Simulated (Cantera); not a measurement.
Charge: 1 mol TiCl₄, 36 mol H₂, 0.76 mol CH₄, equilibrated at 10000 Pa.

Method: chemical equilibrium by Gibbs-energy minimisation in Cantera with the NASA 1993 tables (ideal gas, pure condensed phases). Candidate condensed phases: C, C₆H₆, C₇H₈, C₈H₁₈, Ti, TiC, TiCl₂, TiCl₃, TiCl₄; 96 gas species. TiC: taken at fixed stoichiometry. Equilibrium is a limit: real reactors are often held back by kinetics, nucleation or transport.

Problem. At 827 °C, list the 5 most abundant gas species with their mole fractions, and the condensed phases.

Solution. H₂ 0.916, HCl 0.0760, TiCl₄ 0.00521, TiCl₃ 0.00169, CH₄ 0.000789. Condensed: TiC(s).
